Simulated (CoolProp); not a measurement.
Properties of n-pentane along the isobar 0.721 MPa (Tc = 469.7 K, pc = 3.368 MPa, ω = 0.251).

Computed with CoolProp (reference Helmholtz-energy equation of state, Thol 2019).

| T (K) | phase | isothermal compressibility (1/MPa) | expansivity (1/kK) | conductivity (mW/(m K)) | Prandtl number |
|---|---|---|---|---|---|
| 209.7 | liquid | 0.0009120 | 1.269 | 146 | 5.91 |
| 222.2 | liquid | 0.001013 | 1.296 | 141 | 5.56 |
| 234.8 | liquid | 0.001129 | 1.329 | 137 | 5.20 |
| 247.3 | liquid | 0.001264 | 1.367 | 132 | 4.86 |
| 259.8 | liquid | 0.001420 | 1.411 | 127 | 4.54 |
| 272.4 | liquid | 0.001605 | 1.463 | 122 | 4.25 |
| 284.9 | liquid | 0.001824 | 1.524 | 117 | 3.99 |
| 297.4 | liquid | 0.002085 | 1.594 | 113 | 3.75 |
| 310 | liquid | 0.002406 | 1.679 | 108 | 3.53 |
| 322.5 | liquid | 0.002799 | 1.778 | 104 | 3.34 |
| 335 | liquid | 0.003293 | 1.897 | 99.5 | 3.15 |
| 347.6 | liquid | 0.003934 | 2.045 | 95.4 | 2.98 |
| 360.1 | liquid | 0.004777 | 2.229 | 91.5 | 2.81 |
| 372.6 | liquid | 0.005939 | 2.467 | 87.9 | 2.65 |
| 385.2 | gas | 1.728 | 4.840 | 25.3 | 0.735 |

Viscosity comes from a separate model (Quiñones-Cisneros 2006), older than the equation that it now runs on, and unchecked against measurements. Thermal conductivity comes from a separate model (Vassiliou 2015).
